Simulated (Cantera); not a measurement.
A diamond (100) surface in a fixed gas of H2 with x(CH4) = 0.019, x(H) = 0.00021, x(CH3) = 0.00048, 0.160 bar; coverages are run to steady state.

Computed with Cantera and the Harris–Goodwin 1993 mechanism for the reconstructed diamond (100) surface.

One state of this run: growth (µm/h) = 0.828; θ c6HH = 0.588; θ c6H* = 0.0395; θ c6*H = 0.362; θ c6** = 0.00819; θ c6HM = 0.000253. θ: site fractions in the mechanism's names (c6HH fully hydrogenated, c6H* and c6*H radical sites, c6** diradical, c6HM methylated).

Q: Which value of T (K) does it belong to?
A. 1400
B. 1200
C. 1000
D. 1050

A: A, 1400
